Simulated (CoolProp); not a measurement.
A Linde-Hampson liquefier for carbon monoxide: isothermal reversible compression at 300 K from 1 atm to 30 MPa, throttling to 1 atm, return gas leaving the recuperator 5 K below the feed. Each further row changes one setting.

Values from CoolProp's reference Helmholtz-energy equation of state, Lemmon 2006. It is a short technical equation, of lower accuracy than the large ones.

```
case                        liquid yield per pass  compression work (kJ/kg of gas)
--------------------------  ---------------------  -------------------------------
as stated                              (withheld)                              509
high pressure 60 MPa                   (withheld)                       (withheld)
warm-end temperature 330 K                  0.065                              564
warm-end gap 10 K                           0.080                              509
```

**Question.** What belongs in the gaps?

**Answer.** 
- as stated, liquid yield per pass: 0.091
- high pressure 60 MPa, liquid yield per pass: 0.082
- high pressure 60 MPa, compression work (kJ/kg of gas): 588
